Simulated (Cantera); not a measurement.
Charge: 1 mol NaCl, 190 mol H2, equilibrated at 0.100 bar.

Method: chemical equilibrium by Gibbs-energy minimisation in Cantera with the NASA 1993 tables (ideal gas, pure condensed phases). Candidate condensed phases: Na, NaCl; 10 gas species. Equilibrium is a limit: real reactors are often held back by kinetics, nucleation or transport. All values below are at 950 K.

Base state: H2 1.000, NaCl 0.000156, Na2Cl2 5.42e-5 (mole fractions); condensed: NaCl(s).

Q: What changes in the equilibrium state with this change: pressure from 0.100 bar to 13.3 mbar?

A: 
```csv
species,before,after
H2,1.000,0.998
NaCl,0.000156,0.00117
Na2Cl2,5.42e-5,0.000407
"NaCl(s), mol",0.950,0.622
```
